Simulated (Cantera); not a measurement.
Input (Python, Cantera) and output of one run.

```python
import numpy as np
import cantera as ct

gas_names = [...]  # 123 gases of nasa_gas.yaml made of C, H, O, Si
cond_names = """
    C(gr) C6H6(L) C7H8(L) C8H18(L),n-octa H2O(s) H2O(L) Si(cr) Si(L) SiC(b) SiO2(Lqz) SiO2(hqz) SiO2(L)
""".split()


# ... load() reads the species with a 1 bar reference pressure and builds the phases ...
atoms = {
    'Si': {'Si': 1},
    'CO2': {'C': 1, 'O': 2},
    'H2': {'H': 2},
}
top_T = {'C(gr)': 4500, 'SiC(b)': 3050}  # K; cautious upper limits of use, not melting points


# ... equilibrate(T, P, feed) seeds the gas with the atoms and calls Mixture.equilibrate('TP', solver="vcs", rtol=1e-11, max_steps=5000) ...
results = []
feed = {'Si': 1, 'CO2': 0.02, 'H2': 18}  # mol
P = 12000  # Pa
for T in [1075, 1175, 1275, 1375, 1475, 1575, 1675, 1775, 1875, 1975, 2075]:
    mix = equilibrate(T, P, feed)
    results.append((T, P, feed, dict(zip(mix.species_names, mix.species_moles))))

top = {s: max(r[3][s] / sum(r[3][g] for g in gas_names) for r in results) for s in gas_names}
cols = sorted((s for s in top if top[s] > 0.001), key=lambda s: -top[s])[:5]
seen = [c for c in cond_names if any(r[3].get(c, 0) > 1e-12 for r in results)]
print("log10 of partial pressures in bar; condensed amounts in mol")
print(f"{'T/K':>10s}" + "".join(f"{s[:9]:>10s}" for s in cols + seen))
for T, P, feed, n in results:
    ng = sum(n[g] for g in gas_names)
    print(f"{T:10.4g}" + "".join(f"{np.log10(max(n[s] / ng * P / 1e5, 1e-99)):10.3f}" for s in cols)
          + "".join(f"{n.get(c, 0):10.4g}" for c in seen))
```

Output:

```
log10 of partial pressures in bar; condensed amounts in mol
       T/K        H2         H       SiO    Si(cr)     Si(L)    SiC(b) SiO2(hqz)
      1075    -0.921    -8.294    -8.020    0.9601         0   0.01993      0.02
      1175    -0.921    -7.372    -6.590      0.96         0   0.01994   0.01998
      1275    -0.921    -6.593    -5.389    0.9598         0   0.01994   0.01969
      1375    -0.921    -5.926    -4.367     0.957         0   0.01985   0.01672
      1475    -0.922    -5.348    -3.586     0.942         0   0.01899         0
      1575    -0.922    -4.842    -3.590    0.9427         0   0.01861         0
      1675    -0.922    -4.396    -3.596    0.9434         0   0.01813         0
      1775    -0.922    -4.000    -3.612         0    0.9457   0.01668         0
      1875    -0.923    -3.645    -3.641         0    0.9486   0.01429         0
      1975    -0.924    -3.326    -3.685         0    0.9498   0.01092         0
      2075    -0.926    -3.037    -3.743         0    0.9434  0.006414         0
```

Equilibrium computed with Cantera from the NASA thermochemical tables; the gas is ideal and each condensed phase is pure. Mutual solubility and eutectic melting of coexisting phases are not modelled. The tables hold silica as quartz up to 1696 K and as liquid above; real silica turns to tridymite and cristobalite and melts near 1996 K. Gases not in the tables: Si2H6 and higher silanes.
